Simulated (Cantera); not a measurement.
Charge: 1 mol Al, 1.9 mol HCl, 1.5 mol N₂, at 13300 Pa.

These are equilibrium values from Cantera (NASA tables, ideal gas, pure condensed phases), not measurements of a reactor. Candidate condensed phases: Al, AlCl₃, AlN, NH₄Cl; 20 gas species. The numbers say what is thermodynamically allowed, not how fast it happens.

### Question
At 723 K, list the 5 most abundant gas species with their mole fractions, and the condensed phases.

### Answer
N₂ 0.450, H₂ 0.277, HCl 0.125, AlCl₃ 0.111, Al₂Cl₆ 0.0369. Condensed: AlN(s).
